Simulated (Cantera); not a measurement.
What does this Cantera script print?

```python
import numpy as np
import cantera as ct

gas = ct.Solution("gri30.yaml")
gas.TPX = 1648, 590000, {'CH4': 1, 'O2': 5.71, 'N2': 21.5}
reactor = ct.IdealGasConstPressureReactor(gas, energy="on", clone=False)
net = ct.ReactorNet([reactor])
net.rtol, net.atol = 1e-08, 1e-16
show = ['CH4', 'O2', 'HO2', 'C2H6', 'CO']
times = np.geomspace(4e-06, 4, 13)

steps = ct.SolutionArray(gas, extra=["t"])
rows = []
print(f"{'t/s':>10s}{'T/K':>9s}{'P/Pa':>11s}" + "".join(f"{s:>11s}" for s in show))
for t in times:
    while net.time < t:
        t_next = net.step()
        steps.append(gas.state, t=t_next)
    rows.append([np.interp(t, steps.t, y) for y in (steps.T, steps.P, *steps(*show).X.T)])
    print(f"{t:10.3e}{rows[-1][0]:9.1f}{rows[-1][1]:11.4g}" + "".join(f"{x:11.3e}" for x in rows[-1][2:]))
rate = np.gradient(steps.T, steps.t)
print("integrator steps:", len(steps.t))
if steps.T.max() > steps.T[0] + 200:
    print(f"time of steepest temperature rise: {steps.t[rate.argmax()]:.4e} s")
gas.TPX = 1648, 590000, {'CH4': 1, 'O2': 5.71, 'N2': 21.5}
gas.equilibrate("HP")
print(f"equilibrium (HP): T = {gas.T:.1f} K  " + "  ".join(f"{s} {gas[s].X[0]:.3e}" for s in show))
```

It prints:

```
       t/s      T/K       P/Pa        CH4         O2        HO2       C2H6         CO
 4.000e-06   1648.0    5.9e+05  3.543e-02  2.024e-01  3.323e-06  2.734e-08  1.845e-08
 1.265e-05   1648.0    5.9e+05  3.535e-02  2.024e-01  9.457e-06  1.816e-06  1.046e-06
 4.000e-05   1656.2    5.9e+05  3.317e-02  2.009e-01  6.214e-05  2.424e-04  3.075e-04
 1.265e-04   2360.7    5.9e+05  7.812e-18  1.300e-01  8.846e-06  3.743e-33  8.887e-04
 4.000e-04   2364.0    5.9e+05  5.414e-20  1.300e-01  8.840e-06  1.241e-36  6.846e-04
 1.265e-03   2362.9    5.9e+05  1.858e-20  1.297e-01  8.800e-06  5.270e-38  6.810e-04
 4.000e-03   2359.7    5.9e+05  1.779e-20  1.289e-01  8.682e-06  5.748e-38  6.703e-04
 1.265e-02   2351.8    5.9e+05  1.594e-20  1.271e-01  8.396e-06  4.123e-38  6.446e-04
 4.000e-02   2341.3    5.9e+05  1.371e-20  1.246e-01  8.026e-06  3.130e-38  6.116e-04
 1.265e-01   2338.2    5.9e+05  1.311e-20  1.238e-01  7.921e-06  2.886e-38  6.023e-04
 4.000e-01   2338.2    5.9e+05  1.310e-20  1.238e-01  7.920e-06  2.884e-38  6.022e-04
 1.265e+00   2338.2    5.9e+05  1.310e-20  1.238e-01  7.920e-06  2.884e-38  6.022e-04
 4.000e+00   2338.2    5.9e+05  1.310e-20  1.238e-01  7.920e-06  2.884e-38  6.022e-04
integrator steps: 1701
time of steepest temperature rise: 6.2307e-05 s
equilibrium (HP): T = 2338.2 K  CH4 2.006e-20  O2 1.238e-01  HO2 7.920e-06  C2H6 5.168e-38  CO 6.022e-04
```

Model: GRI-Mech 3.0 (53 species, 325 reactions), integrated in Cantera.
